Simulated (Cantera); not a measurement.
A closed system holds: 1 mol Si, a varied amount of CO, 7.4 mol N₂, equilibrated at 1227 °C and 6.15 Torr.

Method: chemical equilibrium by Gibbs-energy minimisation in Cantera with the NASA 1993 tables (ideal gas, pure condensed phases). Candidate condensed phases: C, Si, SiC, SiO₂, Si₂N₂O, Si₃N₄; 34 gas species. Mutual solubility and eutectic melting of coexisting phases are not modelled. Rates play no part.

Q: Which condensed phases are stable at each of these points (n(CO) (mol)): 0.18, 0.26, 0.34, 0.42, 0.5, 0.58, 0.66, 0.74, 0.82, 0.9, 0.98, 1.1?

A: 
```tsv
n(CO) (mol)	condensed phases	Si condensed (%)
0.18	SiC(s) + Si₂N₂O(s) + Si₃N₄(s)	100.0
0.26	SiC(s) + Si₂N₂O(s) + Si₃N₄(s)	100.0
0.34	SiC(s) + Si₂N₂O(s)	100.0
0.42	SiC(s) + Si₂N₂O(s)	100.0
0.5	SiC(s) + Si₂N₂O(s)	100.0
0.58	SiC(s) + Si₂N₂O(s)	99.9
0.66	SiC(s) + Si₂N₂O(s)	99.9
0.74	C(graphite) + SiC(s) + Si₂N₂O(s)	99.9
0.82	C(graphite) + SiC(s) + Si₂N₂O(s)	99.9
0.9	C(graphite) + Si₂N₂O(s)	99.9
0.98	C(graphite) + Si₂N₂O(s)	99.9
1.1	C(graphite) + Si₂N₂O(s)	99.9
```

From 0.18 mol CO to 0.26 mol CO the condensed part is SiC(s) + Si₂N₂O(s) + Si₃N₄(s). From 0.34 mol CO to 0.66 mol CO the condensed part is SiC(s) + Si₂N₂O(s). From 0.74 mol CO to 0.82 mol CO the condensed part is C(graphite) + SiC(s) + Si₂N₂O(s). From 0.9 mol CO to 1.1 mol CO the condensed part is C(graphite) + Si₂N₂O(s).
